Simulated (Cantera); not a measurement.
Gas mixture: 100 % O2, at 0.000296 atm, frozen composition.

Cantera's kinetic-theory transport with the Lennard-Jones parameters of GRI-Mech 3.0, ideal gas; thermal conductivity in the mixture-averaged form.

One state of this run: ρ (kg/m³) = 0.000192; cp (J/kg/K) = 1003; μ (µPa s) = 34.1; λ (mW/m/K) = 48.2; Pr = 0.709; D (cm²/s) NH3 = 2740; D (cm²/s) H2 = 8780; D (cm²/s) CO2 = 1830. D: mixture-averaged diffusion coefficient of that species in the mixture.

**Question.** Which value of T (K) does it belong to?
A. 700
B. 800
C. 500
D. 600

**Answer.** D, 600
